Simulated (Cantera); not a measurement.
Cantera run:

```python
import numpy as np
import cantera as ct

gas_names = """
    N NO NO2 NO3 N2 N2O O O2 O3 Pb PbO Pb2
""".split()
cond_names = """
    Pb(cr) Pb(L) PbO(rd) PbO(yw) PbO(L) PbO2(s) Pb3O4(s)
""".split()


# ... load() reads the species with a 1 bar reference pressure and builds the phases ...
atoms = {
    'PbO': {'Pb': 1, 'O': 1},
    'O2': {'O': 2},
    'N2': {'N': 2},
}
top_T = {'Pb3O4(s)': 820}  # K; cautious upper limits of use, not melting points


# ... equilibrate(T, P, feed) seeds the gas with the atoms and calls Mixture.equilibrate('TP', solver="vcs", rtol=1e-11, max_steps=5000) ...
results = []
feed = {'PbO': 1, 'O2': 0.05, 'N2': 0.54}  # mol
T = 1473  # K
P = 4400  # Pa
mix = equilibrate(T, P, feed)
results.append((T, P, feed, dict(zip(mix.species_names, mix.species_moles))))
print(gas.report(threshold=1e-05))
for i in range(1, mix.n_phases):
    print(f"{mix.phase(i).name:16s} {mix.phase_moles(i):12.5e} mol")
```

Output:

```
       temperature   1473 K
          pressure   4400 Pa
           density   0.020724 kg/m^3
  mean mol. weight   57.685 kg/kmol
   phase of matter   gas

                          1 kg             1 kmol
                     ---------------   ---------------
          enthalpy        8.6946e+05        5.0155e+07  J
   internal energy        6.5715e+05        3.7907e+07  J
           entropy            4889.1        2.8203e+05  J/K
    Gibbs function       -6.3322e+06       -3.6527e+08  J
 heat capacity c_p            608.32             35091  J/K
 heat capacity c_v            464.19             26776  J/K

                      mass frac. Y      mole frac. X     chem. pot. / RT
                     ---------------   ---------------   ---------------
                NO        0.00033171        0.00063769           -31.381
                N2           0.37486            0.7719           -29.339
                O2          0.042264          0.076191           -33.422
                Pb          0.035995          0.010021           -14.881
               PbO           0.54654           0.14125           -31.593
     [   +7 minor]        1.9934e-06        4.2343e-06

Pb(L)             0.00000e+00 mol
PbO(L)            8.94217e-01 mol
```

Cantera equilibrium calculation (NASA polynomials, part measured and part estimated; ideal gas, pure solids and liquids). Gases not in the tables: (PbO)n polymers.
